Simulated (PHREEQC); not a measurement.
0.14 g of hydrous ferric oxide (600 m²/g; 0.2 weak and 0.005 strong sites per Fe, Dzombak-Morel constants, diffuse double layer) in 1 kg of water with 0.1 mol/kgw of an inert sodium salt and 0.043 mmol/kgw Ag2SO4, at 25 °C; the pH is set by adding NaOH or the inert anion's acid. Oxygen alone is held at its pressure in air (log pO2 = -0.68). The system is closed to CO2. Precipitation was switched off in this run.

Base run: PHREEQC, ion-association model, wateq4f.dat. Each further column changes one thing. The table gives Ag sorbed (%).

| pH | base | no electrostatic term (-no_edl) | background salt from 0.1 to 0.01 mol/kgw | oxide from 0.14 to 0.7 g/kgw |
|---|---|---|---|---|
| 3 | 0.0 | 0.0 | 0.0 | 0.0 |
| 3.67 | 0.0 | 0.0 | 0.0 | 0.0 |
| 4.33 | 0.0 | 0.0 | 0.1 | 0.2 |
| 5 | 0.4 | 0.0 | ? | 2.1 |
| 5.67 | 2.1 | 0.1 | 2.7 | 10.6 |
| 6.33 | 5.9 | 1.9 | 6.4 | 26.9 |
| 7 | 9.0 | ? | 9.3 | 41.4 |
| 7.67 | 12.7 | 12.3 | 13.3 | 53.8 |
| 8.33 | 23.8 | ? | 25.6 | 72.4 |
| 9 | 50.1 | 40.0 | ? | 90.1 |
| 9.67 | 78.5 | 49.1 | 81.8 | 97.4 |
| 10.33 | 92.7 | 51.6 | 94.7 | 99.3 |
| 11 | 97.4 | 50.8 | 98.5 | ? |

Q: Complete the blanks.

A: 
- 5, background salt from 0.1 to 0.01 mol/kgw: 0.6
- 7, no electrostatic term (-no_edl): 7.7
- 8.33, no electrostatic term (-no_edl): 23.5
- 9, background salt from 0.1 to 0.01 mol/kgw: 53.5
- 11, oxide from 0.14 to 0.7 g/kgw: 99.8

The oxide is taken as insoluble; below pH 4 it would dissolve. In at least one series the solution becomes supersaturated in solids that the run did not let form, among them Ag2O.
